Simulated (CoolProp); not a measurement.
Sulfur dioxide at several states: Z from the reference equation and from simpler models built on Tc = 157.5 °C, pc = 7.887 MPa, ω = 0.256; each cubic takes its own stable root.

Computed with CoolProp (reference Helmholtz-energy equation of state, Gao 2016).

| T (°C) | p (MPa) | phase | reference |
|---|---|---|---|
| 129.95 | 0.666 | gas | 0.9620 |
| -10.85 | 0.081 | gas | 0.9777 |
| 33.35 | 0.193 | gas | 0.9706 |
| 176.05 | 0.706 | gas | 0.9727 |

### Question
How far does each simpler model (Pitzer virial, van der Waals, Redlich-Kwong, Soave-Redlich-Kwong) lie from the reference over these 4 states: mean and median of the absolute difference, and the worst?

### Answer
- Pitzer virial: mean 0.2 %, median 0.2 %, worst +0.3 % at -10.85 °C and 0.081 MPa
- van der Waals: mean 0.9 %, median 1.0 %, worst +1.3 % at 33.35 °C and 0.193 MPa
- Redlich-Kwong: mean 0.5 %, median 0.5 %, worst +0.9 % at -10.85 °C and 0.081 MPa
- Soave-Redlich-Kwong: mean 0.4 %, median 0.3 %, worst +0.7 % at -10.85 °C and 0.081 MPa
